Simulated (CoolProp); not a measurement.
Model: reference Helmholtz-energy equation of state, Thol 2019, in CoolProp.

Problem. For decamethylcyclopentasiloxane (D5), give the phase and the Joule-Thomson coefficient (K/MPa), fugacity coefficient at 358.9 K and 713 kPa; 397.2 K and 713 kPa; 410 K and 713 kPa.

Solution. 
- 358.9 K and 713 kPa: liquid; Joule-Thomson coefficient -0.360, fugacity coefficient 0.00189
- 397.2 K and 713 kPa: liquid; Joule-Thomson coefficient -0.312, fugacity coefficient 0.0108
- 410 K and 713 kPa: liquid; Joule-Thomson coefficient -0.293, fugacity coefficient 0.0175
